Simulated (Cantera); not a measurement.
What does this Cantera script print?

```python
import numpy as np
import cantera as ct

gas_names = """
    AL ALCL ALCL2 ALCL3 ALN AL2 AL2CL6 CL CL2 N N2
""".split()
cond_names = """
    AL(cr) AL(L) ALCL3(s) ALCL3(L) ALN(s)
""".split()


# ... load() reads the species with a 1 bar reference pressure and builds the phases ...
atoms = {
    'AlCl3': {'AL': 1, 'CL': 3},
    'N2': {'N': 2},
}
top_T = {'ALN(s)': 2750}  # K; cautious upper limits of use, not melting points


# ... equilibrate(T, P, feed) seeds the gas with the atoms and calls Mixture.equilibrate('TP', solver="vcs", rtol=1e-11, max_steps=5000) ...
results = []
feed = {'AlCl3': 1, 'N2': 1.1}  # mol
T = 1525  # K
P = 11000  # Pa
mix = equilibrate(T, P, feed)
results.append((T, P, feed, dict(zip(mix.species_names, mix.species_moles))))
x = sorted(zip(gas.X, gas.species_names), reverse=True)
print(f"T = {T:g} K  P = {P:g} Pa  gas = {mix.phase_moles(0):.4g} mol")
print("   x: " + "  ".join(f"{s} {v:.3e}" for v, s in x if v > 0.0001))
print("   condensed (mol): " + ("  ".join(f"{mix.phase(i).name} {mix.phase_moles(i):.4g}"
      for i in range(1, mix.n_phases) if mix.phase_moles(i) > 1e-12) or "none"))
```

Output:

```
T = 1525 K  P = 11000 Pa  gas = 2.101 mol
   x: N2 5.236e-01  ALCL3 4.754e-01  ALCL2 4.821e-04  CL 4.784e-04
   condensed (mol): none
```

Cantera equilibrium calculation (NASA polynomials, part measured and part estimated; ideal gas, pure solids and liquids). The tables' values for AlCl2 are old estimates; treat these amounts as uncertain.
